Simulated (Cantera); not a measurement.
An isothermal plug-flow reactor at 1150 K and 1.09 atm (inlet), inlet velocity 0.76 m/s, active area per volume 2000 1/m; feed CH₄ : O₂ : N₂ = 0.0035 : 0.025 : 0.79 (molar parts), equivalence ratio 0.28.

Detailed kinetics in Cantera: Deutschmann's 1995 Pt surface mechanism with GRI-Mech 3.0 gas chemistry. Catalytic surfaces can have several steady states; this one follows from the mechanism file's or the stated starting coverage. Mass transfer to the wall is taken as infinitely fast.

Question: What does this change do: temperature 1150 to 1050 K?

Answer: 
```json
[
 {"quantity": "x(CH₄) at z = 0.003 m", "before": "7.55e-5", "after": "0.000699"},
 {"quantity": "x(O₂) at z = 0.003 m", "before": "0.0222", "after": "0.0234"},
 {"quantity": "x(H₂O) at z = 0.003 m", "before": "0.00837", "after": "0.00714"},
 {"quantity": "x(CO₂) at z = 0.003 m", "before": "0.00418", "after": "0.00357"},
 {"quantity": "x(CO) at z = 0.003 m", "before": "1.03e-7", "after": "5.60e-7"},
 {"quantity": "θ(free Pt) at the exit", "before": "0.460", "after": "0.334"},
 {"quantity": "θ(O*) at the exit", "before": "0.539", "after": "0.665"},
 {"quantity": "θ(OH*) at the exit", "before": "0.00136", "after": "0.00159"}
]
```
